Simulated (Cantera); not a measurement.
# Chlorosilane synthesis and conversion: SiCl4 + H2

Feed: 1 mol SiCl4, 0.54 mol H2, held at 2.40 bar.

Cantera equilibrium calculation (NASA polynomials, part measured and part estimated; ideal gas, pure solids and liquids). Candidate condensed phases: Si; 19 gas species. The tables' values for SiCl3 are old estimates; treat these amounts as uncertain. The numbers say what is thermodynamically allowed, not how fast it happens.

| T (°C) | x SiCl4 | x H2 | x HCl | x SiHCl3 | x SiCl3 | x SiCl2 | x SiH2Cl2 | x SiH3Cl |
|---|---|---|---|---|---|---|---|---|
| 252 | 0.648 | 0.350 | 0.000905 | 0.000905 | 1.45e-10 | <1e-12 | 4.83e-8 | <1e-12 |
| 352 | 0.646 | 0.347 | 0.00329 | 0.00329 | 2.71e-8 | 1.06e-12 | 9.08e-7 | 5.01e-11 |
| 452 | 0.641 | 0.342 | 0.00824 | 0.00822 | 1.18e-6 | 5.31e-10 | 7.34e-6 | 1.43e-9 |
| 552 | 0.633 | 0.334 | 0.0162 | 0.0161 | 2.03e-5 | 5.77e-8 | 3.47e-5 | 1.75e-8 |
| 652 | 0.622 | 0.323 | 0.0273 | 0.0268 | 0.000187 | 2.22e-6 | 0.000114 | 1.19e-7 |
| 752 | 0.608 | 0.310 | 0.0411 | 0.0394 | 0.00109 | 4.06e-5 | 0.000283 | 5.25e-7 |
| 852 | 0.590 | 0.294 | 0.0582 | 0.0518 | 0.00446 | 0.000415 | 0.000558 | 1.61e-6 |
| 952 | 0.566 | 0.276 | 0.0808 | 0.0603 | 0.0136 | 0.00257 | 0.000859 | 3.37e-6 |
x: gas mole fraction; nothing condenses.

From 252 °C to 952 °C nothing is condensed. The main Si-bearing gas is SiCl4 throughout.
